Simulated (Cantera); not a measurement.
A perfectly stirred reactor is fed with H₂ : O₂ = 0.045 : 1 (molar parts), equivalence ratio 0.022, at 20.0 Torr; it is held at 950 K, and followed from long to short residence time.

Detailed kinetics in Cantera: the H2/O2 subset of GRI-Mech 3.0, which has no nitrogen chemistry. Radical loss at walls, strong at low pressure, is not modelled. The temperature is held fixed by assumption; the heat of reaction is taken as removed at once.

x: mole fraction; the columns are a selection and need not sum to one.

```csv
τ (s),x H₂,x O₂,x H₂O₂,x OH,x HO₂,x H,x H₂O
6.5,0.000189,0.956,1.05e-7,(withheld),2.18e-6,4.57e-6,0.0438
2.2,0.000352,0.956,1.39e-7,(withheld),3.39e-6,1.34e-5,0.0436
0.74,0.000644,0.955,1.87e-7,(withheld),5.12e-6,3.95e-5,0.0432
0.25,0.00116,0.955,2.49e-7,(withheld),7.38e-6,0.000114,0.0426
0.084,0.00207,0.954,3.29e-7,(withheld),1.01e-5,0.000327,0.0414
0.029,0.00365,0.953,4.17e-7,(withheld),1.27e-5,0.000872,0.0394
0.0096,0.00658,0.950,5.02e-7,(withheld),1.47e-5,0.00220,0.0354
0.0033,0.0117,0.948,5.55e-7,(withheld),1.55e-5,0.00434,0.0287
0.0011,0.0215,0.947,5.29e-7,(withheld),1.47e-5,0.00535,0.0181
```

Task: Complete the blanks.

Result: 
- 6.5, x OH: 8.09e-5
- 2.2, x OH: 0.000123
- 0.74, x OH: 0.000192
- 0.25, x OH: 0.000305
- 0.084, x OH: 0.000491
- 0.029, x OH: 0.000774
- 0.0096, x OH: 0.00120
- 0.0033, x OH: 0.00165
- 0.0011, x OH: 0.00182
